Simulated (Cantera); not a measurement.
Equilibrium for oxide etching and cleaning by halides: Al₂O₃ + Cl₂ + H₂

Charge: 1 mol Al₂O₃, 18 mol Cl₂, 9.9 mol H₂, held at 3.20 mbar.

Method: chemical equilibrium by Gibbs-energy minimisation in Cantera with the NASA 1993 tables (ideal gas, pure condensed phases). Candidate condensed phases: Al, AlCl₃, Al₂O₃, H₂O; 29 gas species. The tables' values for AlCl₂ are old estimates; treat these amounts as uncertain. Condensed phases not in the tables: AlOCl. Rates play no part.

```
T (°C)  log p HCl  log p Cl  log p Cl₂  log p AlCl₃  log p O₂  log p H₂O  log p OH  log p H  n Al₂O₃(s)
------  ---------  --------  ---------  -----------  --------  ---------  --------  -------  ----------
725         -2.64     -4.94      -3.04        -6.59     -7.54      -6.49    -11.42     <-14       0.999
800         -2.65     -4.49      -3.04        -6.27     -6.78      -6.32    -10.55   -13.91       0.998
875         -2.65     -4.10      -3.06        -5.92     -6.22      -6.22     -9.84   -12.89       0.995
950         -2.66     -3.77      -3.09        -5.59     -5.81      -6.16     -9.25   -12.00       0.989
1025        -2.67     -3.49      -3.15        -5.31     -5.49      -6.11     -8.75   -11.19       0.978
1100        -2.68     -3.26      -3.25        -5.10     -5.26      -6.06     -8.31   -10.46       0.962
1175        -2.70     -3.09      -3.41        -4.96     -5.12      -5.99     -7.92    -9.77       0.946
1250        -2.72     -2.98      -3.63        -4.90     -5.06      -5.89     -7.56    -9.11       0.935
1325        -2.74     -2.91      -3.90        -4.91     -5.08      -5.75     -7.23    -8.47       0.934
1400        -2.75     -2.88      -4.20        -4.95     -5.16      -5.59     -6.94    -7.86       0.938
1475        -2.75     -2.86      -4.50        -5.00     -5.27      -5.43     -6.67    -7.28       0.945
1550        -2.75     -2.85      -4.80        -5.05     -5.41      -5.29     -6.43    -6.75       0.949
1625        -2.76     -2.85      -5.08        -5.07     -5.57      -5.17     -6.22    -6.24       0.949
```
log p: log10 of the partial pressure in bar; n: condensed amount in mol.

From 725 °C to 1625 °C the condensed part is Al₂O₃(s). The main Al-bearing gas is AlCl₃ throughout. The share of Al in condensed phases is highest at 725 °C (99.9 %) and lowest at 1325 °C (93.4 %).
